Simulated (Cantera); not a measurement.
An adiabatic, constant-volume homogeneous reactor starts with H2 : O2 : N2 = 1 : 1.09 : 4.09 (molar parts), at 950 K and 27.0 bar.

Computed with Cantera and the H2/O2 subset of GRI-Mech 3.0, which has no nitrogen chemistry. The hydrogen kinetics of GRI-Mech 3.0 are dated; newer H2 mechanisms differ, most at raised pressure. The pressure lies above the range GRI-Mech 3.0 was tuned for (to about 10 atm).

One state of this run: T (K) = 2389; P (bar) = 62.5; x H2 = 0.000233; x O2 = 0.103; x H = 2.93e-5; x H2O2 = 2.41e-6; x H2O = 0.174; x OH = 0.00395. x: mole fraction; the columns are a selection and need not sum to one.

Question: Which value of t (s) does it belong to?
A) 3.00
B) 0.00142
C) 0.0127
D) 6.00e-6

Answer: A, 3.00
